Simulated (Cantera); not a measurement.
Cantera with NASA thermochemical tables; ideal gases at 1 bar, condensed phases pure. Values are per mole of reaction as written; species without (g) are pure solids or liquids, kept so even where they would boil at 1 bar.

Si + H₂(g) → SiH₂(g)

```json
[
 {"T (K)": "1875", "ΔH° (kJ)": "189.6", "ΔS° (J/K)": "18.7", "ΔG° (kJ)": "154.5", "log10 K": "-4.30"},
 {"T (K)": "1975", "ΔH° (kJ)": "189.3", "ΔS° (J/K)": "18.6", "ΔG° (kJ)": "152.6", "log10 K": "-4.04"},
 {"T (K)": "2075", "ΔH° (kJ)": "188.9", "ΔS° (J/K)": "18.4", "ΔG° (kJ)": "150.8", "log10 K": "-3.80"},
 {"T (K)": "2175", "ΔH° (kJ)": "188.6", "ΔS° (J/K)": "18.2", "ΔG° (kJ)": "148.9", "log10 K": "-3.58"},
 {"T (K)": "2275", "ΔH° (kJ)": "188.2", "ΔS° (J/K)": "18.0", "ΔG° (kJ)": "147.1", "log10 K": "-3.38"},
 {"T (K)": "2375", "ΔH° (kJ)": "…", "ΔS° (J/K)": "…", "ΔG° (kJ)": "…", "log10 K": "…"},
 {"T (K)": "2475", "ΔH° (kJ)": "187.3", "ΔS° (J/K)": "17.7", "ΔG° (kJ)": "143.6", "log10 K": "-3.03"},
 {"T (K)": "2575", "ΔH° (kJ)": "…", "ΔS° (J/K)": "…", "ΔG° (kJ)": "…", "log10 K": "…"}
]
```

### Question
Fill in the missing entries.

### Answer

- 2375, ΔH° (kJ): 187.8
- 2375, ΔS° (J/K): 17.9
- 2375, ΔG° (kJ): 145.3
- 2375, log10 K: -3.20
- 2575, ΔH° (kJ): 186.8
- 2575, ΔS° (J/K): 17.5
- 2575, ΔG° (kJ): 141.8
- 2575, log10 K: -2.88
